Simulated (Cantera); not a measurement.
A Cantera script and what it prints.

```python
import numpy as np
import cantera as ct

gas_names = """
    AL ALN ALO ALO2 AL2 AL2O AL2O2 N NO NO2 NO3 N2 N2O O O2 O3
""".split()
cond_names = """
    AL(cr) AL(L) ALN(s) AL2O3(a) AL2O3(L)
""".split()


# ... load() reads the species with a 1 bar reference pressure and builds the phases ...
atoms = {
    'Al': {'AL': 1},
    'O2': {'O': 2},
    'N2': {'N': 2},
}
top_T = {'ALN(s)': 2750}  # K; cautious upper limits of use, not melting points


# ... equilibrate(T, P, feed) seeds the gas with the atoms and calls Mixture.equilibrate('TP', solver="vcs", rtol=1e-11, max_steps=5000) ...
results = []
T = 1023.15  # K
P = 6400  # Pa
for m in [0.27, 0.52, 1, 1.9, 3.7, 7, 13, 26]:
    feed = {'Al': 1, 'O2': m, 'N2': 130}  # mol
    mix = equilibrate(T, P, feed)
    results.append((T, P, feed, dict(zip(mix.species_names, mix.species_moles))))

top = {s: max(r[3][s] / sum(r[3][g] for g in gas_names) for r in results) for s in gas_names}
cols = sorted((s for s in top if top[s] > 1e-05), key=lambda s: -top[s])[:8]
seen = [c for c in cond_names if any(r[3].get(c, 0) > 1e-12 for r in results)]
print("log10 of partial pressures in bar; condensed amounts in mol")
print(f"{'n(O2)':>10s}" + "".join(f"{s[:9]:>10s}" for s in cols + seen))
for T, P, feed, n in results:
    ng = sum(n[g] for g in gas_names)
    print(f"{feed['O2']:10.4g}" + "".join(f"{np.log10(max(n[s] / ng * P / 1e5, 1e-99)):10.3f}" for s in cols)
          + "".join(f"{n.get(c, 0):10.4g}" for c in seen))
```

It prints:

```
log10 of partial pressures in bar; condensed amounts in mol
     n(O2)        N2        O2        NO    ALN(s)  AL2O3(a)
      0.27    -1.194   -32.633   -20.919      0.64      0.18
      0.52    -1.194   -32.633   -20.919    0.3067    0.3467
         1    -1.195    -3.911    -6.559         0       0.5
       1.9    -1.198    -3.251    -6.230         0       0.5
       3.7    -1.204    -2.848    -6.032         0       0.5
         7    -1.214    -2.532    -5.879         0       0.5
        13    -1.233    -2.259    -5.752         0       0.5
        26    -1.271    -1.983    -5.633         0       0.5
```

Method: chemical equilibrium by Gibbs-energy minimisation in Cantera with the NASA 1993 tables (ideal gas, pure condensed phases). Mutual solubility and eutectic melting of coexisting phases are not modelled.
